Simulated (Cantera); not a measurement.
A perfectly stirred reactor is fed with CH3OH : O2 : N2 = 1 : 2.83 : 10.6 (molar parts), at 5.00 bar; it is adiabatic with a 600 K inlet, and is followed from long to short residence time, starting on the burning branch (τ in s: 0.22, 0.071, 0.023, 0.0072, 0.0023, 0.00072, 0.00023, 7.3e-05, 2.3e-05, 7.3e-06).

Cantera simulation using GRI-Mech 3.0 (53 species, 325 reactions); the numbers are that mechanism's predictions, not measurements. GRI-Mech 3.0 was tuned for natural gas; its chemistry of methanol as a main component is partial and can be far from experiment.

Task: What does this change do: pressure from 5.00 bar to 0.510 bar?

Result: 
```json
[
 {"quantity": "blow-out, bracketed by the residence times tried", "before": "burning at 0.230 ms, out at 73.0 µs", "after": "burning at 0.720 ms, out at 0.230 ms"},
 {"quantity": "x(CH3OH) at τ = 0.220 s", "before": "7.36e-7", "after": "2.21e-6"},
 {"quantity": "x(O2) at τ = 0.220 s", "before": "0.0889", "after": "0.0888"},
 {"quantity": "x(CH2) at τ = 0.220 s", "before": "1.71e-10", "after": "7.29e-10"},
 {"quantity": "x(CH2O) at τ = 0.220 s", "before": "5.50e-7", "after": "1.77e-6"},
 {"quantity": "x(O) at τ = 0.220 s", "before": "2.73e-5", "after": "0.000236"},
 {"quantity": "x(CH3OH) at τ = 0.720 ms", "before": "5.88e-5", "after": "0.000140"},
 {"quantity": "x(O2) at τ = 0.720 ms", "before": "0.0904", "after": "0.0940"},
 {"quantity": "x(CH2) at τ = 0.720 ms", "before": "1.39e-8", "after": "3.16e-7"},
 {"quantity": "x(CH2O) at τ = 0.720 ms", "before": "4.76e-5", "after": "0.000116"},
 {"quantity": "x(O) at τ = 0.720 ms", "before": "0.000361", "after": "0.00290"}
]
```

Task: What does this change do: N2 10.6 to 15 parts?

Result: 
```tsv
quantity	before	after
blow-out, bracketed by the residence times tried	burning at 0.230 ms, out at 73.0 µs	burning at 2.30 ms, out at 0.720 ms
x(CH3OH) at τ = 0.220 s	7.36e-7	2.44e-6
x(O2) at τ = 0.220 s	0.0889	0.0688
x(CH2) at τ = 0.220 s	1.71e-10	3.09e-11
x(CH2O) at τ = 0.220 s	5.50e-7	1.52e-6
x(O) at τ = 0.220 s	2.73e-5	6.55e-6
x(CH3OH) at τ = 0.720 ms	5.88e-5	0.0531
x(O2) at τ = 0.720 ms	0.0904	0.150
x(CH2) at τ = 0.720 ms	1.39e-8	<1e-12
x(CH2O) at τ = 0.720 ms	4.76e-5	<1e-12
x(O) at τ = 0.720 ms	0.000361	<1e-12
```
